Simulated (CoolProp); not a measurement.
A Linde-Hampson liquefier for methane: isothermal reversible compression at 250 K from 1 atm to 25 MPa, throttling to 1 atm, return gas leaving the recuperator 2 K below the feed. Each further row changes one setting.

The numbers come from the reference Helmholtz-energy equation of state, Setzmann 1991 in CoolProp.

```csv
case,liquid yield per pass,compression work (kJ/kg of gas)
as stated,(withheld),634
high pressure 50 MPa,(withheld),(withheld)
warm-end temperature 280 K,(withheld),(withheld)
warm-end gap 7 K,(withheld),634
```

Task: Some entries are withheld; supply them.

Result: 
- as stated, liquid yield per pass: 0.341
- high pressure 50 MPa, liquid yield per pass: 0.345
- high pressure 50 MPa, compression work (kJ/kg of gas): 720
- warm-end temperature 280 K, liquid yield per pass: 0.260
- warm-end temperature 280 K, compression work (kJ/kg of gas): 740
- warm-end gap 7 K, liquid yield per pass: 0.332
